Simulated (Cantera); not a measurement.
**Carbothermic reduction: CuO + CH₄ + N₂**

A closed system holds: 1 mol CuO, a varied amount of CH₄, 1.6 mol N₂, at 2048.15 K and 0.000280 bar.

Cantera equilibrium calculation (NASA polynomials, part measured and part estimated; ideal gas, pure solids and liquids). Candidate condensed phases: C, C₆H₆, C₇H₈, C₈H₁₈, Cu, CuO, Cu(OH)₂, Cu₂O, H₂O; 139 gas species. Rates play no part.

```json
[
 {"n(CH₄) (mol)": "0.37", "log p H₂": "-4.81", "log p N₂": "-3.93", "log p Cu": "-4.13", "log p CO": "-4.73", "log p H₂O": "-4.48", "log p H": "-5.05", "log p CO₂": "-5.08", "n C(graphite)": "0"},
 {"n(CH₄) (mol)": "0.45", "log p H₂": "-4.58", "log p N₂": "-3.96", "log p Cu": "-4.16", "log p CO": "-4.60", "log p H₂O": "-4.53", "log p H": "-4.94", "log p CO₂": "-5.22", "n C(graphite)": "0"},
 {"n(CH₄) (mol)": "0.55", "log p H₂": "-4.40", "log p N₂": "-3.99", "log p Cu": "-4.19", "log p CO": "-4.50", "log p H₂O": "-4.63", "log p H": "-4.85", "log p CO₂": "-5.41", "n C(graphite)": "0"},
 {"n(CH₄) (mol)": "0.66", "log p H₂": "-4.28", "log p N₂": "-4.02", "log p Cu": "-4.23", "log p CO": "-4.44", "log p H₂O": "-4.77", "log p H": "-4.79", "log p CO₂": "-5.61", "n C(graphite)": "0"},
 {"n(CH₄) (mol)": "0.81", "log p H₂": "-4.16", "log p N₂": "-4.07", "log p Cu": "-4.27", "log p CO": "-4.37", "log p H₂O": "-5.06", "log p H": "-4.73", "log p CO₂": "-5.95", "n C(graphite)": "0"},
 {"n(CH₄) (mol)": "0.98", "log p H₂": "-4.07", "log p N₂": "-4.11", "log p Cu": "-4.31", "log p CO": "-4.32", "log p H₂O": "-6.07", "log p H": "-4.69", "log p CO₂": "-7.00", "n C(graphite)": "0"},
 {"n(CH₄) (mol)": "1.2", "log p H₂": "-4.02", "log p N₂": "-4.15", "log p Cu": "-4.35", "log p CO": "-4.35", "log p H₂O": "-12.38", "log p H": "-4.66", "log p CO₂": "-13.39", "n C(graphite)": "0.161"},
 {"n(CH₄) (mol)": "1.4", "log p H₂": "-3.98", "log p N₂": "-4.18", "log p Cu": "-4.38", "log p CO": "-4.38", "log p H₂O": "-12.37", "log p H": "-4.64", "log p CO₂": "-13.44", "n C(graphite)": "0.357"},
 {"n(CH₄) (mol)": "1.8", "log p H₂": "-3.92", "log p N₂": "-4.23", "log p Cu": "-4.43", "log p CO": "-4.43", "log p H₂O": "-12.36", "log p H": "-4.61", "log p CO₂": "-13.55", "n C(graphite)": "0.750"},
 {"n(CH₄) (mol)": "2.1", "log p H₂": "-3.89", "log p N₂": "-4.27", "log p Cu": "-4.47", "log p CO": "-4.47", "log p H₂O": "-12.36", "log p H": "-4.59", "log p CO₂": "-13.62", "n C(graphite)": "1.05"},
 {"n(CH₄) (mol)": "2.6", "log p H₂": "-3.84", "log p N₂": "-4.32", "log p Cu": "-4.52", "log p CO": "-4.52", "log p H₂O": "-12.38", "log p H": "-4.57", "log p CO₂": "-13.73", "n C(graphite)": "1.54"},
 {"n(CH₄) (mol)": "3.2", "log p H₂": "-3.81", "log p N₂": "-4.38", "log p Cu": "-4.58", "log p CO": "-4.58", "log p H₂O": "-12.40", "log p H": "-4.55", "log p CO₂": "-13.84", "n C(graphite)": "2.13"},
 {"n(CH₄) (mol)": "3.8", "log p H₂": "-3.78", "log p N₂": "-4.43", "log p Cu": "-4.62", "log p CO": "-4.62", "log p H₂O": "-12.42", "log p H": "-4.54", "log p CO₂": "-13.94", "n C(graphite)": "2.72"}
]
```
log p: log10 of the partial pressure in bar; n: condensed amount in mol.

From 0.37 mol CH₄ to 0.98 mol CH₄ nothing is condensed. From 1.2 mol CH₄ to 3.8 mol CH₄ the condensed part is C(graphite). The main Cu-bearing gas is Cu throughout.
